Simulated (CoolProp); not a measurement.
Properties of nitrous oxide along the isotherm 500 K (Tc = 309.5 K, pc = 7245 kPa, ω = 0.161).

Computed with CoolProp (reference Helmholtz-energy equation of state, Lemmon 2006). It is a short technical equation, of lower accuracy than the large ones.

```csv
p (kPa),phase,cv (kJ/(kg K)),speed of sound (m/s),isothermal compressibility (1/MPa),expansivity (1/kK),fugacity coefficient
679,gas,0.8552,338.9,1.481,2.051,0.9942
1360,gas,0.8572,…,0.7437,2.104,0.9885
2040,gas,0.8592,337.4,0.4986,2.157,0.9829
2720,gas,0.8612,336.7,0.3760,2.210,0.9773
3400,gas,…,336.1,0.3024,2.264,0.9718
4080,gas,0.8652,335.6,0.2533,2.319,0.9663
4750,gas,…,335.1,0.2186,2.374,0.9610
5430,gas,0.8692,334.6,0.1922,2.430,0.9557
6110,gas,0.8711,…,0.1716,2.486,0.9505
6790,gas,0.8731,333.9,0.1551,2.542,0.9453
7470,supercritical,…,333.6,0.1415,2.599,0.9402
8150,supercritical,0.8770,333.4,0.1302,2.656,0.9352
8830,supercritical,0.8790,333.3,0.1207,2.713,…
9510,supercritical,0.8809,333.2,0.1124,2.769,0.9253
10200,supercritical,0.8828,333.2,0.1051,2.826,0.9204
10900,supercritical,0.8848,333.3,…,2.884,0.9155
```

Question: Complete the blanks.

Answer: 
- 1360, speed of sound (m/s): 338.1
- 3400, cv (kJ/(kg K)): 0.8632
- 4750, cv (kJ/(kg K)): 0.8672
- 6110, speed of sound (m/s): 334.2
- 7470, cv (kJ/(kg K)): 0.8751
- 8830, fugacity coefficient: 0.9302
- 10900, isothermal compressibility (1/MPa): 0.09866
